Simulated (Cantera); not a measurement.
What does this Cantera script print?

```python
import numpy as np
import cantera as ct

gas_names = """
    C CH CH2 CH3 CH2OH CH3O CH4 CH3OH CN CO CO2 COOH C2 C2H CHCO,ketyl C2H2,acetylene C2H2,vinylidene
    CH2CO,ketene C2H3,vinyl CH3CN CH3CO,acetyl C2H4 C2H4O,ethylen CH3CHO,ethanal CH3COOH (HCOOH)2 C2H5
    C2H6 CH3OCH3 C2H5OH CCN CNC C2N2 C2O C3 C3H3,propargyl C3H4,allene C3H4,propyne C3H4,cyclo-
    C3H5,allyl C3H6,propylene C3H6,cyclo- C3H6O C3H7,n-propyl C3H7,i-propyl C3H8 C3H8O,1propanol
    C3H8O,2propanol C3O2 C4 C4H2 C4H4,1,3-cyclo- C4H6,butadiene C4H6,2-butyne C4H6,cyclo- C4H8,1-butene
    C4H8,cis2-buten C4H8,tr2-butene C4H8,isobutene C4H8,cyclo- (CH3COOH)2 C4H9,n-butyl C4H9,i-butyl
    C4H9,s-butyl C4H9,t-butyl C4H10,isobutane C4H10,n-butane C4N2 C5 C5H6,1,3cyclo- C5H8,cyclo-
    C5H10,1-pentene C5H10,cyclo- C5H11,pentyl C5H11,t-pentyl C5H12,n-pentane C5H12,i-pentane
    CH3C(CH3)2CH3 C6H2 C6H5,phenyl C6H5O,phenoxy C6H6 C6H5OH,phenol C6H10,cyclo- C6H12,1-hexene
    C6H12,cyclo- C6H13,n-hexyl C7H7,benzyl C7H8 C7H8O,cresol C7H14,1-heptene C7H15,n-heptyl
    C7H16,n-heptane C8H8,styrene C8H10,ethylbenz C8H16,1-octene C8H17,n-octyl C8H18,isooctane
    C8H18,n-octane C9H19,n-nonyl C10H8,naphthale C10H21,n-decyl C12H9,o-bipheny C12H10,bipheny H HCN HCO
    HCCN HNC HNCO HNO HNO2 HNO3 HO2 H2 HCHO,formaldehy HCOOH H2O H2O2 N NCO NH NH2 NH3 NH2OH NO NO2 NO3
    N2 N2H2 N2H4 N2O O OH O2 O3 Si SiC SiC2 SiC4H12 SiH SiH2 SiH3 SiH4 SiN SiO SiO2 Si2 Si2C Si2N Si3
""".split()
cond_names = """
    C(gr) C6H6(L) C7H8(L) C8H18(L),n-octa H2O(s) H2O(L) Si(cr) Si(L) SiC(b) SiO2(Lqz) SiO2(hqz) SiO2(L)
    Si2N2O(s) Si3N4(a)
""".split()


def load(file, names, dense=False):
    # The tables refer to 1 bar. Condensed volumes are neglected.
    table = {s.name: s for s in ct.Species.list_from_file(file)}
    out = []
    for n in names:
        d = dict(table[n].input_data)
        d["thermo"] = dict(d["thermo"], **{"reference-pressure": 1e5})
        if dense:
            d["equation-of-state"] = {"model": "constant-volume", "density": "1e6 g/cm^3"}
        out.append(ct.Species.from_dict(d))
    return out


gas = ct.Solution(thermo="ideal-gas", species=load("nasa_gas.yaml", gas_names))
cond = {s.name: ct.Solution(thermo="fixed-stoichiometry", species=[s], name=s.name)
        for s in load("nasa_condensed.yaml", cond_names, dense=True)}
atoms = {
    'SiC': {'Si': 1, 'C': 1},
    'N2O': {'N': 2, 'O': 1},
    'H2': {'H': 2},
}
top_T = {'C(gr)': 4500, 'SiC(b)': 3050, 'Si2N2O(s)': 2100, 'Si3N4(a)': 2400}  # K; cautious upper limits of use, not melting points


def equilibrate(T, P, feed):
    n = {}
    for name, mol in feed.items():
        for a, k in atoms[name].items():
            n[a] = n.get(a, 0.0) + k * mol
    gas.TPX = T, P, n
    mass = sum(n.values()) * gas.mean_molecular_weight
    gas.equilibrate("TP")
    valid = [c for c in cond.values() if c.min_temp <= T <= top_T.get(c.name, c.max_temp)]
    mix = ct.Mixture([(gas, mass / gas.mean_molecular_weight)] + [(c, 0.0) for c in valid])
    mix.T, mix.P = T, P
    mix.equilibrate("TP", solver="vcs", rtol=1e-11, max_steps=5000)
    return mix


results = []
T = 1925  # K
P = 133.322  # Pa
for m in [0.067, 0.11, 0.2, 0.34, 0.59, 1, 1.7, 3]:
    feed = {'SiC': 1, 'N2O': m, 'H2': 56}  # mol
    mix = equilibrate(T, P, feed)
    results.append((T, P, feed, dict(zip(mix.species_names, mix.species_moles))))

top = {s: max(r[3][s] / sum(r[3][g] for g in gas_names) for r in results) for s in gas_names}
cols = sorted((s for s in top if top[s] > 0.001), key=lambda s: -top[s])[:8]
seen = [c for c in cond_names if any(r[3].get(c, 0) > 1e-12 for r in results)]
print("log10 of partial pressures in bar; condensed amounts in mol")
print(f"{'n(N2O)':>10s}" + "".join(f"{s[:9]:>10s}" for s in cols + seen))
for T, P, feed, n in results:
    ng = sum(n[g] for g in gas_names)
    print(f"{feed['N2O']:10.4g}" + "".join(f"{np.log10(max(n[s] / ng * P / 1e5, 1e-99)):10.3f}" for s in cols)
          + "".join(f"{n.get(c, 0):10.4g}" for c in seen))
```

It prints:

```
log10 of partial pressures in bar; condensed amounts in mol
    n(N2O)        H2        N2         H        CO       SiO       H2O        Si    SiC(b)
     0.067    -2.888    -5.834    -4.464    -5.824    -7.159   -12.121    -5.759    0.9165
      0.11    -2.889    -5.607    -4.464    -5.625    -6.701   -11.794    -5.629    0.8829
       0.2    -2.891    -5.341    -4.465    -5.400    -6.169   -11.417    -5.475    0.8156
      0.34    -2.893    -5.109    -4.466    -5.213    -5.757   -11.120    -5.363    0.7221
      0.59    -2.897    -4.872    -4.468    -5.024    -5.392   -10.847    -5.275    0.5725
         1    -2.904    -4.648    -4.471    -4.841    -5.088   -10.610    -5.214    0.3455
       1.7    -2.914    -4.427    -4.477    -4.663    -4.803   -10.319    -5.230         0
         3    -2.931    -4.189    -4.485    -4.668    -4.666    -4.669   -10.761         0
```

Equilibrium computed with Cantera from the NASA thermochemical tables; the gas is ideal and each condensed phase is pure. Gases not in the tables: Si2H6 and higher silanes.
